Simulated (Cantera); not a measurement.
A closed system holds: 1 mol PbO, 7.8 mol CO, 2.2 mol CH4, held at 1698.15 K and 53.0 Pa.

Cantera equilibrium calculation (NASA polynomials, part measured and part estimated; ideal gas, pure solids and liquids). Candidate condensed phases: C, C6H6, C7H8, C8H18, H2O, Pb, PbO, PbO2, Pb3O4; 113 gas species. Equilibrium is a limit: real reactors are often held back by kinetics, nucleation or transport.

Base state: CO 0.619, H2 0.308, Pb 0.0703, H 0.00349, C2H2 (acetylene) 2.22e-5 (mole fractions); condensed: C(graphite).

Q: What changes in the equilibrium state with this change: temperature from 1698.15 K to 1123 K?

A: 
```csv
species,before,after
CO,0.619,0.620
H2,0.308,0.310
Pb,0.0703,0.0704
H,0.00349,1.03e-6
C2H2 (acetylene),2.22e-5,6.82e-9
CO2,2.90e-8,1.23e-5
"C(graphite), mol",1.20,1.20
```

Q: What changes in the equilibrium state with this change: pressure from 53.0 Pa to 0.230 bar?

A: 
```
species            before     after
----------------  -------  --------
CO                  0.619     0.620
H2                  0.308     0.310
Pb                 0.0703    0.0704
H                 0.00349  0.000168
CH4               5.53e-8   2.43e-5
H2O               4.92e-8   2.15e-5
C(graphite), mol     1.20      1.20
```
